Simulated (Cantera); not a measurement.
Mixture: H2 : O2 : N2 = 1 : 0.227 : 0.855 (molar parts), at 4.93 atm, adiabatic and at constant volume. Ignition delay is the time to a rise of 400 K.

Computed with Cantera and the H2/O2 subset of GRI-Mech 3.0, which has no nitrogen chemistry. The hydrogen kinetics of GRI-Mech 3.0 are dated; newer H2 mechanisms differ, most at raised pressure. Below about 950 K walls govern HO2 and H2O2 in real vessels.

Question: Predict: delay at 898 K; delay at 1098 K; delay at 1298 K; delay at 1498 K; delay at 1698 K.

Answer: delay at 898 K: 0.116 s
delay at 1098 K: 0.460 ms
delay at 1298 K: 7.52 µs
delay at 1498 K: 2.99 µs
delay at 1698 K: 1.73 µs
